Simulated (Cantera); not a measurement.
A Cantera script and its output.

```python
import numpy as np
import cantera as ct

gas = ct.Solution("gri30.yaml")
gas.TPX = 500, 101325, {'CH4': 1, 'H2': 0.032, 'O2': 1.44, 'N2': 5.41}
inlet = ct.Reservoir(gas, clone=True)
gas.equilibrate("HP")  # start burning
reactor = ct.IdealGasConstPressureReactor(gas, energy="on", clone=False)
exhaust = ct.Reservoir(gas, clone=True)
tau = [0.072, 0.032, 0.014, 0.0062, 0.0028, 0.0012, 0.00054, 0.00024, 0.00011, 4.7e-05, 2.1e-05][0]
for a, b in ((inlet, reactor), (reactor, exhaust)):
    ct.MassFlowController(a, b, mdot=lambda t: reactor.mass / tau)
net = ct.ReactorNet([reactor])
show = ['CH4', 'H2', 'O2', 'H2O', 'NO']

rows = []
print(f"{'tau/s':>10s}{'T/K':>9s}" + "".join(f"{s:>11s}" for s in show))
for tau in [0.072, 0.032, 0.014, 0.0062, 0.0028, 0.0012, 0.00054, 0.00024, 0.00011, 4.7e-05, 2.1e-05]:
    net.initial_time = 0.0
    net.advance(30 * tau)
    before = gas.X
    net.advance(40 * tau)
    drift = np.max(np.abs(gas.X - before) / (gas.X + 1e-9))
    rows.append([gas.T, *gas[show].X, drift])
    print(f"{tau:10.3e}{gas.T:9.1f}" + "".join(f"{x:11.3e}" for x in gas[show].X))
```

Result:

```
     tau/s      T/K        CH4         H2         O2        H2O         NO
 7.200e-02   2111.3  6.543e-05  6.103e-02  9.821e-05  1.779e-01  2.199e-04
 3.200e-02   2106.4  9.117e-05  6.088e-02  1.731e-04  1.776e-01  2.457e-04
 1.400e-02   2099.7  1.294e-04  6.067e-02  3.093e-04  1.771e-01  2.621e-04
 6.200e-03   2091.3  1.943e-04  6.038e-02  5.563e-04  1.766e-01  2.668e-04
 2.800e-03   2080.9  3.157e-04  5.995e-02  1.017e-03  1.762e-01  2.574e-04
 1.200e-03   2065.1  5.843e-04  5.919e-02  2.031e-03  1.756e-01  2.238e-04
 5.400e-04   2038.8  1.143e-03  5.804e-02  4.147e-03  1.747e-01  1.615e-04
 2.400e-04   1973.5  2.873e-03  5.622e-02  1.029e-02  1.716e-01  6.877e-05
 1.100e-04    500.0  1.269e-01  4.060e-03  1.827e-01 -3.321e-15 -8.843e-19
 4.700e-05    500.0  1.269e-01  4.060e-03  1.827e-01  1.524e-19  4.057e-23
 2.100e-05    500.0  1.269e-01  4.060e-03  1.827e-01  9.625e-21  2.563e-24
```

Model: GRI-Mech 3.0 (53 species, 325 reactions), integrated in Cantera.
